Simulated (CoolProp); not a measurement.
R123 along the isotherm 490 K: fugacity coefficient from the reference equation and from simpler models built on Tc = 456.8 K, pc = 3.662 MPa, ω = 0.282; each cubic takes its own stable root.

Computed with CoolProp (reference Helmholtz-energy equation of state, Younglove 1994). It is a modified Benedict-Webb-Rubin equation, recast in Helmholtz form.

```
p (MPa)          phase  reference
-------  -------------  ---------
0.458              gas     0.9668
0.915              gas     0.9340
1.37               gas     0.9017
1.83               gas     0.8694
2.29               gas     0.8374
2.75               gas     0.8057
3.2                gas     0.7748
3.66               gas     0.7435
4.12     supercritical     0.7122
4.58     supercritical     0.6808
5.03     supercritical     0.6501
5.49     supercritical     0.6189
```

Question: How far does each simpler model (van der Waals, Redlich-Kwong) lie from the reference over these 12 states: mean and median of the absolute difference, and the worst?

Answer: 
- van der Waals: mean 0.7 %, median 0.7 %, worst +1.1 % at 490 K and 3.2 MPa
- Redlich-Kwong: mean 0.9 %, median 0.8 %, worst -1.8 % at 490 K and 5.49 MPa
